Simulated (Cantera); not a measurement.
Reactions in the system Cl-Li-O

Source: NASA polynomial tables (part measured, part estimated), evaluated in Cantera. Values are per mole of reaction as written; species without (g) are pure solids or liquids, kept so even where they would boil at 1 bar.

3 Li2O + 3 Cl2(g) ⇌ 6 LiCl + O3(g)

```csv
T (K),ΔH° (kJ),ΔS° (J/K),ΔG° (kJ),log10 K,condensed phases
300,-511.5,-187.8,-455.2,79.25,"Li2O(s), LiCl(s)"
498,-500.8,-160.2,-421.0,44.16,"Li2O(s), LiCl(s)"
648,-493.0,-146.6,-398.1,32.09,"Li2O(s), LiCl(s)"
798,-484.4,-134.7,-377.0,24.68,"Li2O(s), LiCl(s)"
948,-354.9,12.1,-366.4,20.19,"Li2O(s), LiCl(l)"
1098,-346.1,22.0,-370.3,17.61,"Li2O(s), LiCl(l)"
1248,-339.4,27.8,-374.1,15.66,"Li2O(s), LiCl(l)"
1398,-335.1,31.0,-378.5,14.14,"Li2O(s), LiCl(l)"
1548,-333.0,32.5,-383.3,12.93,"Li2O(s), LiCl(l)"
1698,-332.7,32.7,-388.2,11.94,"Li2O(s), LiCl(l)"
1848,-509.7,-63.4,-392.6,11.10,"Li2O(l), LiCl(l)"
1998,-512.5,-64.8,-382.9,10.01,"Li2O(l), LiCl(l)"
```
